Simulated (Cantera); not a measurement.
Feed: 1 mol Al, 8.9 mol CO, 77 mol N2, equilibrated at 1373.15 K and 0.00500 bar.

Cantera equilibrium calculation (NASA polynomials, part measured and part estimated; ideal gas, pure solids and liquids). Candidate condensed phases: Al, AlN, Al2O3, C; 32 gas species. Kinetics and transport are ignored.

Base state: N2 0.912, CO 0.0877 (mole fractions); condensed: Al2O3(s) + C(graphite).

**Question.** What changes in the equilibrium state with this change: pressure from 0.00500 bar to 0.000520 bar?

**Answer.** 
```csv
species,before,after
N2,0.912,0.896
CO,0.0877,0.104
"Al2O3(s), mol",0.500,0
"C(graphite), mol",1.50,0
"AlN(s), mol",0,1.000
```
